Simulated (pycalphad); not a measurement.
An equivalent pycalphad script:

```python
from pycalphad import Database, equilibrium, calculate, variables as v
import numpy as np
db = Database('COST507.tdb')
comps = ['TI', 'AL', 'C', 'VA']
phases = ['AL11TI5', 'AL2TI', 'AL3M_D022', 'AL4C3', 'ALM_D019', 'ALTI', 'BCC_A2', 'FCC_A1', 'GRAPHITE', 'HCP_A3', 'LIQUID']
eq = equilibrium(db, comps, phases, {v.X('AL'): 0.003, v.X('C'): 0.0126, v.T: np.arange(2850, 499, -40), v.P: 101325, v.N: 1}, output=['HM', 'SM'])
```

CALPHAD calculation (pycalphad, COST 507 light-alloy database (1999)), 1 atm. No gas phase is included, though pure Al would boil below 2850 K. These are 1990s assessments: newer ones move some temperatures and phases. Not assessed as a whole: an extrapolation from subsystems, which can miss ternary compounds. Phase fractions are per mole of atoms. Kinetics are ignored, which matters at the lower temperatures.

Results at three of the temperatures:

```
T = 2210.00 K, P = 101325 Pa, N = 1 mol of atoms
G = -150234 J/mol, H = 80408 J/mol, S = 104.36 J/(mol K)  (SER reference)
chemical potentials (J/mol): Ti -147808, Al -267731, C -311783
phase             fraction      x(Ti)      x(Al)       x(C)
LIQUID              1.0000     0.9844     0.0030     0.0126
```

```
T = 1970.00 K, P = 101325 Pa, N = 1 mol of atoms
G = -125809 J/mol, H = 69373 J/mol, S = 99.08 J/(mol K)  (SER reference)
chemical potentials (J/mol): Ti -123438, Al -240600, C -283721
phase             fraction      x(Ti)      x(Al)       x(C)
LIQUID              1.0000     0.9844     0.0030     0.0126
```

```
T = 570.00 K, P = 101325 Pa, N = 1 mol of atoms
G = -23076 J/mol, H = 4141 J/mol, S = 47.75 J/(mol K)  (SER reference)
chemical potentials (J/mol): Ti -20105, Al -135791, C -228364
phase             fraction      x(Ti)      x(Al)       x(C)
HCP_A3              0.9663     0.9967     0.0031   0.000224
FCC_A1              0.0337     0.6330   6.33e-15     0.3670
```

Changes of the phase set, refined by bisection:

```json
[
 {"T (K)": "1936.8", "phases above": "liquid", "phases below": "bcc + liquid"},
 {"T (K)": "1935.4", "phases above": "bcc + liquid", "phases below": "bcc"},
 {"T (K)": "1539.7", "phases above": "bcc", "phases below": "bcc + fcc"},
 {"T (K)": "1188.7", "phases above": "bcc + fcc", "phases below": "bcc + fcc + hcp"},
 {"T (K)": "1188.6", "phases above": "bcc + fcc + hcp", "phases below": "bcc + hcp"},
 {"T (K)": "1185.2", "phases above": "bcc + hcp", "phases below": "hcp"},
 {"T (K)": "1152.4", "phases above": "hcp", "phases below": "fcc + hcp"}
]
```

FCC_A1 is fcc; HCP_A3 is hcp. The fcc model also describes the rock-salt carbide or nitride (TiC, TiN, HfC).
